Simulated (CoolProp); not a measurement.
A simple Rankine cycle with R1336mzz(E): condensing at 311.15 K, boiler at 1.16 MPa, turbine inlet 401.7 K, turbine efficiency 0.9, pump efficiency 0.8, no recuperator. Each further row changes one setting.

Model: reference Helmholtz-energy equation of state, Akasaka 2023, in CoolProp.

```tsv
case	thermal efficiency (%)	net work (kJ/kg)	heat in (kJ/kg)	turbine exit temperature (K)	volume ratio over the turbine
as stated	9.8	20.3	208	367.5	4.04
condensing temperature 303.15 K	11.2	24.4	___	361.9	5.23
boiler pressure 0.812 MPa	___	15.8	___	377.7	___
turbine efficiency 0.8	8.7	18.0	208	___	4.08
```

Problem. Fill in the missing entries.

Solution. 
- condensing temperature 303.15 K, heat in (kJ/kg): 218
- boiler pressure 0.812 MPa, thermal efficiency (%): 7.4
- boiler pressure 0.812 MPa, heat in (kJ/kg): 212
- boiler pressure 0.812 MPa, volume ratio over the turbine: 2.74
- turbine efficiency 0.8, turbine exit temperature (K): 370.1
